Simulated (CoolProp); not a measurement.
Aqueous lithium chloride as a coolant, at 34 °C, 1 atm.

The numbers come from the Melinder's fits for secondary coolants in CoolProp.

```tsv
mass %	freezing point (°C)	Prandtl number	viscosity (mPa s)	cp (kJ/(kg K))	density (kg/m³)
3	-2.6	(withheld)	0.820	(withheld)	1011
6.4	-6.9	5.88	0.921	3.855	1031
9.8	-11.9	6.46	1.04	(withheld)	1051
13.2	-18.9	(withheld)	1.18	3.570	1070
16.7	-29.7	8.17	1.37	3.445	1091
20.1	-44.4	(withheld)	1.60	3.338	1112
23.5	-60.7	10.9	1.88	3.254	1133
```

**Question.** Some entries are withheld; supply them.

**Answer.** 
- 3, Prandtl number: 5.38
- 3, cp (kJ/(kg K)): 4.020
- 9.8, cp (kJ/(kg K)): 3.706
- 13.2, Prandtl number: 7.20
- 20.1, Prandtl number: 9.36
